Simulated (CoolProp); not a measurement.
The numbers come from the reference Helmholtz-energy equation of state, McLinden 2015 in CoolProp.

**Question.** Give the vapour pressure (kPa), enthalpy of vaporisation (kJ/kg), liquid cp (kJ/(kg K)) of saturated the fluoroketone C6F12O (FK-5-1-12) at 309.1 K.

**Answer.** 
```
T (K)  p (kPa)  enthalpy of vaporisation (kJ/kg)  liquid cp (kJ/(kg K))
-----  -------  --------------------------------  ---------------------
309.1     62.8                              91.8                   1.11
```
